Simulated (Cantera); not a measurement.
Mixture: C₃H₈ : O₂ : N₂ : H₂O = 1 : 4.17 : 15.7 : 0.56 (molar parts), at 8.50 bar, adiabatic and at constant pressure. Ignition delay is the time to a rise of 400 K.

Model: GRI-Mech 3.0 (53 species, 325 reactions), integrated in Cantera. GRI-Mech 3.0 was tuned for natural gas; its chemistry of propane as a main component is partial and can be far from experiment.

Question: What does this change do: pressure from 8.50 bar to 2.60 bar?

Answer: 
```csv
quantity,before,after
delay at 1123 K,8.17 ms,19.9 ms
delay at 1223 K,1.28 ms,2.61 ms
delay at 1323 K,0.238 ms,0.452 ms
delay at 1423 K,57.2 µs,0.110 ms
delay at 1523 K,18.2 µs,36.9 µs
apparent activation energy between 1473 and 1573 K,200 kJ/mol,180 kJ/mol
```

Question: What does this change do: N2 15.7 to 29 parts?

Answer: 
| quantity | before | after |
|---|---|---|
| delay at 1123 K | 8.17 ms | 12.5 ms |
| delay at 1223 K | 1.28 ms | 1.88 ms |
| delay at 1323 K | 0.238 ms | 0.345 ms |
| delay at 1423 K | 57.2 µs | 83.7 µs |
| delay at 1523 K | 18.2 µs | 26.9 µs |
| apparent activation energy between 1473 and 1573 K | 200 kJ/mol | 190 kJ/mol |
